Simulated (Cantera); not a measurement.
A Cantera script and its output.

```python
import numpy as np
import cantera as ct

gas = ct.Solution("gri30.yaml")
gas.TPX = 1200, 100000, {'CH4': 1, 'H2': 0.57, 'O2': 1.43, 'N2': 5.37}
reactor = ct.IdealGasConstPressureReactor(gas, energy="on", clone=False)
net = ct.ReactorNet([reactor])
net.rtol, net.atol = 1e-08, 1e-16
show = ['CH4', 'H2', 'O2', 'OH', 'NO']
times = np.geomspace(1e-06, 0.1, 11)

steps = ct.SolutionArray(gas, extra=["t"])
rows = []
print(f"{'t/s':>10s}{'T/K':>9s}{'P/Pa':>11s}" + "".join(f"{s:>11s}" for s in show))
for t in times:
    while net.time < t:
        t_next = net.step()
        steps.append(gas.state, t=t_next)
    rows.append([np.interp(t, steps.t, y) for y in (steps.T, steps.P, *steps(*show).X.T)])
    print(f"{t:10.3e}{rows[-1][0]:9.1f}{rows[-1][1]:11.4g}" + "".join(f"{x:11.3e}" for x in rows[-1][2:]))
rate = np.gradient(steps.T, steps.t)
print("integrator steps:", len(steps.t))
if steps.T.max() > steps.T[0] + 200:
    print(f"time of steepest temperature rise: {steps.t[rate.argmax()]:.4e} s")
gas.TPX = 1200, 100000, {'CH4': 1, 'H2': 0.57, 'O2': 1.43, 'N2': 5.37}
gas.equilibrate("HP")
print(f"equilibrium (HP): T = {gas.T:.1f} K  " + "  ".join(f"{s} {gas[s].X[0]:.3e}" for s in show))
```

Output:

```
       t/s      T/K       P/Pa        CH4         H2         O2         OH         NO
 1.000e-06   1200.0      1e+05  1.195e-01  6.810e-02  1.708e-01  4.630e-11  3.425e-22
 3.162e-06   1200.0      1e+05  1.195e-01  6.810e-02  1.708e-01  1.213e-10  5.058e-21
 1.000e-05   1200.0      1e+05  1.195e-01  6.810e-02  1.708e-01  2.017e-10  3.760e-20
 3.162e-05   1200.0      1e+05  1.195e-01  6.810e-02  1.708e-01  4.656e-10  2.494e-19
 1.000e-04   1200.0      1e+05  1.195e-01  6.810e-02  1.708e-01  2.207e-09  3.101e-18
 3.162e-04   1200.0      1e+05  1.195e-01  6.809e-02  1.708e-01  6.781e-08  8.948e-16
 1.000e-03   1211.0      1e+05  1.177e-01  6.739e-02  1.697e-01  1.013e-06  1.447e-12
 3.162e-03   2502.8      1e+05  5.954e-13  1.001e-01  3.013e-04  4.797e-03  1.318e-04
 1.000e-02   2535.3      1e+05  1.373e-12  1.011e-01  1.551e-04  3.553e-03  4.072e-04
 3.162e-02   2534.3      1e+05  1.389e-12  1.013e-01  1.532e-04  3.531e-03  5.708e-04
 1.000e-01   2534.3      1e+05  1.389e-12  1.013e-01  1.531e-04  3.530e-03  5.751e-04
integrator steps: 2159
time of steepest temperature rise: 2.7925e-03 s
equilibrium (HP): T = 2534.3 K  CH4 1.588e-12  H2 1.013e-01  O2 1.531e-04  OH 3.530e-03  NO 5.751e-04
```

Computed with Cantera and GRI-Mech 3.0 (53 species, 325 reactions).
